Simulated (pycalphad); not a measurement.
All values are pycalphad results on the COST 507 light-alloy database (1999) (1 atm), not direct measurements. The database dates from 1999; later assessments differ in places, in temperatures and in the compounds included. The system is extrapolated from its subsystems; higher-order compounds may be missing. Kinetics are ignored, which matters at the lower temperatures.

**Ti-0.93V-1.47Si (at.%): equilibrium cooling sequence**

```json
[
 {"T (°C)": "1638.3", "phases above": "liquid", "phases below": "bcc + liquid"},
 {"T (°C)": "1495.5", "phases above": "bcc + liquid", "phases below": "bcc"},
 {"T (°C)": "888.5", "phases above": "bcc", "phases below": "bcc + SITI3"},
 {"T (°C)": "848.4", "phases above": "bcc + SITI3", "phases below": "bcc + hcp + SITI3"},
 {"T (°C)": "740.7", "phases above": "bcc + hcp + SITI3", "phases below": "hcp + SITI3"},
 {"T (°C)": "427.5", "phases above": "hcp + SITI3", "phases below": "bcc + hcp + SITI3"}
]
```

Changes were sought between steps of 75 K, so a narrower field can be missed.

Database names, with the compositions (at.%) that they take in these runs: SITI3: Ti 75 Si 25.
